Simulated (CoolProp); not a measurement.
Vapour-liquid equilibrium of CH2F2 (R32) (1) + R236FA (2) at -56.25 °C; x and y are mole fractions of (1).

Values from CoolProp's multi-fluid Helmholtz-energy mixture model, Tillner-Roth 1997 and Pan 2012; pair parameters Bell 2016.

```csv
x,bubble pressure (MPa),y at the bubble point,dew pressure at overall composition x (MPa),liquid density (mol/L)
0.05,0.009135,0.480,0.005230,10.89
0.2,0.02188,0.815,?,11.99
0.35,?,0.901,0.007455,13.29
0.5,0.04522,0.941,0.009470,14.85
0.65,?,0.964,0.01298,16.77
0.8,0.06554,0.981,0.02061,19.18
0.95,0.07600,?,0.04896,22.30
```

**Question.** Some entries are withheld; supply them.

**Answer.** 
- 0.2, dew pressure at overall composition x (MPa): 0.006147
- 0.35, bubble pressure (MPa): 0.03407
- 0.65, bubble pressure (MPa): 0.05551
- 0.95, y at the bubble point: 0.995

No azeotrope shows between x = 0.05 and 0.95.

The pair parameters rest on a limited set of measurements; away from them the model extrapolates.
